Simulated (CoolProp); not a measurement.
Hexamethyldisiloxane (MM) along the isobar 27.3 bar: Z from the reference equation and from simpler models built on Tc = 245.6 °C, pc = 19.31 bar, ω = 0.418; each cubic takes its own stable root.

Computed with CoolProp (reference Helmholtz-energy equation of state, Thol 2016).

| T (°C) | phase | reference |
|---|---|---|
| 64.45 | liquid | 0.2186 |
| 80.35 | liquid | 0.2138 |
| 96.35 | liquid | 0.2099 |
| 112.25 | liquid | 0.2067 |
| 128.25 | liquid | 0.2043 |
| 144.15 | liquid | 0.2028 |
| 160.15 | liquid | 0.2022 |
| 176.05 | liquid | 0.2026 |
| 191.95 | liquid | 0.2043 |
| 207.95 | liquid | 0.2080 |
| 223.85 | liquid | 0.2145 |
| 239.85 | liquid | 0.2267 |
| 255.75 | supercritical | 0.2552 |
| 271.75 | supercritical | 0.3749 |

### Question
How far does each simpler model (van der Waals, Redlich-Kwong, Soave-Redlich-Kwong, Peng-Robinson) lie from the reference over these 14 states: mean and median of the absolute difference, and the worst?

### Answer
- van der Waals: mean 50.5 %, median 56.0 %, worst +61.3 % at 64.45 °C and 27.3 bar
- Redlich-Kwong: mean 14.0 %, median 13.8 %, worst +19.1 % at 239.85 °C and 27.3 bar
- Soave-Redlich-Kwong: mean 10.0 %, median 8.0 %, worst +21.6 % at 255.75 °C and 27.3 bar
- Peng-Robinson: mean 4.9 %, median 5.5 %, worst +10.9 % at 255.75 °C and 27.3 bar
